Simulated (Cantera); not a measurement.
A perfectly stirred reactor is fed with CH3OH : O2 : N2 = 1 : 2.88 : 10.8 (molar parts), equivalence ratio 0.52, at 340000 Pa; it is adiabatic with a 750 K inlet, and is followed from long to short residence time, starting on the burning branch (τ in s: 0.079, 0.035, 0.015, 0.0066, 0.0029, 0.0013, 0.00055, 0.00024, 0.0001, 4.6e-05).

Cantera simulation using GRI-Mech 3.0 (53 species, 325 reactions); the numbers are that mechanism's predictions, not measurements. GRI-Mech 3.0 was tuned for natural gas; its chemistry of methanol as a main component is partial and can be far from experiment.

Task: What does this change do: inlet temperature 750 to 375 K?

Result: 
```tsv
quantity	before	after
blow-out, bracketed by the residence times tried	burning at 0.100 ms, out at 46.0 µs	burning at 1.30 ms, out at 0.550 ms
x(CH3OH) at τ = 79.0 ms	1.30e-6	5.28e-6
x(O2) at τ = 79.0 ms	0.0906	0.0909
x(N2O) at τ = 79.0 ms	4.99e-7	7.54e-7
x(CH2) at τ = 79.0 ms	8.80e-10	1.24e-10
x(CH2O) at τ = 79.0 ms	1.07e-6	3.47e-6
x(CH3OH) at τ = 1.30 ms	2.83e-5	0.000130
x(O2) at τ = 1.30 ms	0.0913	0.0938
x(N2O) at τ = 1.30 ms	1.51e-6	1.37e-6
x(CH2) at τ = 1.30 ms	1.75e-8	4.98e-9
x(CH2O) at τ = 1.30 ms	2.50e-5	9.02e-5
```

Task: What does this change do: inlet temperature 750 to 348 K?

Result: 
```csv
quantity,before,after
"blow-out, bracketed by the residence times tried","burning at 0.100 ms, out at 46.0 µs","burning at 1.30 ms, out at 0.550 ms"
x(CH3OH) at τ = 79.0 ms,1.30e-6,5.87e-6
x(O2) at τ = 79.0 ms,0.0906,0.0909
x(N2O) at τ = 79.0 ms,4.99e-7,7.91e-7
x(CH2) at τ = 79.0 ms,8.80e-10,1.04e-10
x(CH2O) at τ = 79.0 ms,1.07e-6,3.80e-6
x(CH3OH) at τ = 1.30 ms,2.83e-5,0.000190
x(O2) at τ = 1.30 ms,0.0913,0.0951
x(N2O) at τ = 1.30 ms,1.51e-6,1.17e-6
x(CH2) at τ = 1.30 ms,1.75e-8,3.82e-9
x(CH2O) at τ = 1.30 ms,2.50e-5,0.000129
```
